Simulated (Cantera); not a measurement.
A Cantera script and its output.

```python
import numpy as np
import cantera as ct

gas = ct.Solution("h2o2.yaml")
gas.TPX = 1225, 200, {'H2': 0.067, 'O2': 1, 'H2O': 0.0012}
reactor = ct.IdealGasConstPressureReactor(gas, energy="off", clone=False)
net = ct.ReactorNet([reactor])
net.rtol, net.atol = 1e-08, 1e-18
show = ['H2', 'O2', 'HO2', 'O', 'OH', 'H2O2', 'H2O']
times = np.geomspace(0.0001, 10, 13)

steps = ct.SolutionArray(gas, extra=["t"])
rows = []
print(f"{'t/s':>10s}{'T/K':>9s}{'P/Pa':>11s}" + "".join(f"{s:>11s}" for s in show))
for t in times:
    while net.time < t:
        t_next = net.step()
        steps.append(gas.state, t=t_next)
    rows.append([np.interp(t, steps.t, y) for y in (steps.T, steps.P, *steps(*show).X.T)])
    print(f"{t:10.3e}{rows[-1][0]:9.1f}{rows[-1][1]:11.4g}" + "".join(f"{x:11.3e}" for x in rows[-1][2:]))
rate = np.gradient(steps.T, steps.t)
print("integrator steps:", len(steps.t))
if steps.T.max() > steps.T[0] + 200:
    print(f"time of steepest temperature rise: {steps.t[rate.argmax()]:.4e} s")
gas.TPX = 1225, 200, {'H2': 0.067, 'O2': 1, 'H2O': 0.0012}
gas.equilibrate("TP")
print(f"equilibrium (TP): T = {gas.T:.1f} K  " + "  ".join(f"{s} {gas[s].X[0]:.3e}" for s in show))
```

Result:

```
       t/s      T/K       P/Pa         H2         O2        HO2          O         OH       H2O2        H2O
 1.000e-04   1225.0        200  6.272e-02  9.362e-01  1.286e-09  2.113e-10  2.020e-10  6.078e-14  1.123e-03
 2.610e-04   1225.0        200  6.272e-02  9.362e-01  3.356e-09  1.216e-09  1.086e-09  4.134e-13  1.123e-03
 6.813e-04   1225.0        200  6.272e-02  9.362e-01  8.759e-09  6.650e-09  5.214e-09  2.810e-12  1.123e-03
 1.778e-03   1225.0        200  6.272e-02  9.362e-01  2.286e-08  5.143e-08  3.568e-08  1.903e-11  1.123e-03
 4.642e-03   1225.0        200  6.272e-02  9.362e-01  6.060e-08  2.411e-06  1.622e-06  1.282e-10  1.127e-03
 1.212e-02   1225.0        200  3.301e-02  9.149e-01  5.386e-07  1.377e-02  6.591e-03  3.709e-08  2.334e-02
 3.162e-02   1225.0        200  1.285e-03  8.872e-01  5.803e-07  4.094e-02  4.517e-03  1.562e-08  5.458e-02
 8.254e-02   1225.0        200  1.241e-03  8.888e-01  5.776e-07  3.960e-02  4.446e-03  1.567e-08  5.502e-02
 2.154e-01   1225.0        200  1.151e-03  8.927e-01  5.712e-07  3.624e-02  4.291e-03  1.594e-08  5.603e-02
 5.623e-01   1225.0        200  9.458e-04  9.011e-01  5.510e-07  2.897e-02  3.908e-03  1.642e-08  5.815e-02
 1.468e+00   1225.0        200  5.798e-04  9.147e-01  4.864e-07  1.708e-02  3.081e-03  1.661e-08  6.141e-02
 3.831e+00   1225.0        200  2.093e-04  9.271e-01  3.342e-07  5.985e-03  1.863e-03  1.434e-08  6.417e-02
 1.000e+01   1225.0        200  4.507e-05  9.324e-01  1.488e-07  1.274e-03  8.672e-04  8.849e-09  6.534e-02
integrator steps: 1102
equilibrium (TP): T = 1225.0 K  H2 3.246e-08  O2 9.341e-01  HO2 9.259e-09  O 9.153e-07  OH 2.335e-05  H2O2 8.498e-11  H2O 6.590e-02
```

Model: the H2/O2 subset of GRI-Mech 3.0, which has no nitrogen chemistry, integrated in Cantera. Radical loss at walls, strong at low pressure, is not modelled. The temperature is held fixed by assumption; the heat of reaction is taken as removed at once.
